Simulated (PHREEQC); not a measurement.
0.49 g of hydrous ferric oxide (600 m²/g; 0.2 weak and 0.005 strong sites per Fe, Dzombak-Morel constants, diffuse double layer) in 1 kg of water with 0.005 mol/kgw of an inert sodium salt and 1.8e-05 mol/kgw Na2SO4 and 9.2e-06 mol/kgw CuCl2, at 25 °C; the pH is set by adding NaOH or the inert anion's acid. Oxygen alone is held at its pressure in air (log pO2 = -0.68). CO2 from the air is kept out. No solid was allowed to form.

Base run: PHREEQC, ion-association model, wateq4f.dat. Each further column changes one thing. The table gives S sorbed (%).

| pH | base | no electrostatic term (-no_edl) | background salt from 0.005 to 0.0005 mol/kgw | oxide from 0.49 to 2.5 g/kgw | 0.0018 mol/kgw Ag2SO4 added |
|---|---|---|---|---|---|
| 3 | 100.0 | 0.2 | 100.0 | 100.0 | 28.8 |
| 3.5 | 100.0 | 0.2 | 100.0 | 100.0 | 28.8 |
| 4.5 | 100.0 | 0.2 | 100.0 | 100.0 | … |
| 5 | 99.9 | 0.2 | 100.0 | 100.0 | 25.8 |
| 5.5 | 99.3 | 0.2 | 99.7 | 99.9 | … |
| 6.5 | 77.9 | 0.3 | 85.5 | 95.2 | … |
| 7 | 33.1 | 0.3 | 41.8 | 71.6 | 5.9 |
| 7.5 | 5.8 | 0.4 | 7.7 | … | 1.9 |
| 8.5 | 0.1 | 0.3 | 0.1 | 0.4 | 0.0 |
| 9 | 0.0 | 0.2 | 0.0 | 0.0 | 0.0 |

Task: Some entries are withheld; supply them.

Result: 
- 4.5, 0.0018 mol/kgw Ag2SO4 added: 27.8
- 5.5, 0.0018 mol/kgw Ag2SO4 added: 22.1
- 6.5, 0.0018 mol/kgw Ag2SO4 added: 11.4
- 7.5, oxide from 0.49 to 2.5 g/kgw: 23.2

The database's constant for dissolved Cu(OH)2 is higher than later reviews accept. The oxide is taken as insoluble; below pH 4 it would dissolve. In at least one series the solution becomes supersaturated in solids that the run did not let form, among them Cerargyrite, Ag2O.
